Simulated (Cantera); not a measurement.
A closed system holds: 1 mol CaF2, 0.65 mol O2, a varied amount of H2, at 1873 K and 3.60 Torr.

These are equilibrium values from Cantera (NASA tables, ideal gas, pure condensed phases), not measurements of a reactor. Candidate condensed phases: Ca, CaF2, CaO, Ca(OH)2, H2O; 29 gas species. The numbers say what is thermodynamically allowed, not how fast it happens.

Q: What share of the Ca ends up in condensed phases as a function of n(H2) (mol), at 11, 21, 31, 41, 51, 61, 71, 81?

A: 
```csv
n(H2) (mol),Ca condensed (%),as
11,71.8,CaO(s)
21,71.3,CaO(s)
31,70.7,CaO(s)
41,70.0,CaO(s)
51,69.2,CaO(s)
61,68.5,CaO(s)
71,67.6,CaO(s)
81,66.7,CaO(s)
```
